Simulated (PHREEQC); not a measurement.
Consider water at 25 °C with 0.0255 mol/kgw NiSO4 and 0.015 mol/kgw NiCl2. Closed to the air; pH follows from the charge balance.

Model: ion-association model, wateq4f.dat, run in PHREEQC.

### Question
The ionic strength comes out as 0.102 mol/kgw. What activity coefficients do NiCl+, SO4-2, Ni+2, NiOH+, Ni(SO4)2-2 get?

### Answer
NiCl+ 0.78, SO4-2 0.37, Ni+2 0.37, NiOH+ 0.78, Ni(SO4)2-2 0.37.

No solid was allowed to form.
